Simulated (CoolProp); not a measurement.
Vapour-liquid equilibrium of benzene (1) + n-dodecane (2) at 214.05 °C; x and y are mole fractions of (1).

Model: multi-fluid Helmholtz-energy mixture model, Thol 2012 and Lemmon 2004; pair parameters Bell 2016, in CoolProp.

| x | bubble pressure (MPa) | y at the bubble point | dew pressure at overall composition x (MPa) | liquid density (mol/L) |
|---|---|---|---|---|
| 0.05 | 0.1481 | 0.364 | 0.1010 | 3.612 |
| 0.125 | 0.2376 | 0.621 | 0.1093 | 3.792 |
| 0.2 | 0.3383 | 0.747 | 0.1192 | 3.988 |
| 0.275 | 0.4473 | 0.820 | 0.1309 | 4.201 |
| 0.35 | 0.5625 | 0.866 | 0.1451 | 4.433 |
| 0.425 | 0.6823 | 0.897 | 0.1627 | 4.690 |
| 0.5 | 0.8062 | 0.920 | 0.1851 | 4.973 |
| 0.575 | 0.9343 | 0.938 | 0.2146 | 5.289 |
| 0.65 | 1.067 | 0.953 | 0.2552 | 5.644 |
| 0.725 | 1.207 | 0.965 | 0.3148 | 6.046 |
| 0.8 | 1.354 | 0.976 | 0.4113 | 6.504 |
| 0.875 | 1.511 | 0.985 | 0.5930 | 7.033 |
| 0.95 | 1.676 | 0.994 | 1.040 | 7.648 |

No azeotrope shows between x = 0.05 and 0.95.

The pair parameters rest on a limited set of measurements; away from them the model extrapolates.
